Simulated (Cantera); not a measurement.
An isothermal, constant-pressure homogeneous reactor starts with NH3 : N2 = 1 : 0.18 (molar parts), at 2000 K and 1.00 atm.

Detailed kinetics in Cantera: the gas-phase N/H chemistry of the illustrative SiF4/NH3 mechanism in the Surface Chemkin manual (1991). Walls and surfaces, which speed up NH3 decomposition in real reactors, are not modelled.

One state of this run: x NH3 = 0.714; x N2H2 = 5.31e-6; x H = 5.55e-5; x N2 = 0.177; x NH = 1.21e-5; x N2H4 = 5.20e-7; x H2 = 0.108. x: mole fraction; the columns are a selection and need not sum to one.

Task: Which value of t (s) does it belong to?
A. 20.0
B. 0.00447
C. 0.693
D. 0.000155

Result: B, 0.00447
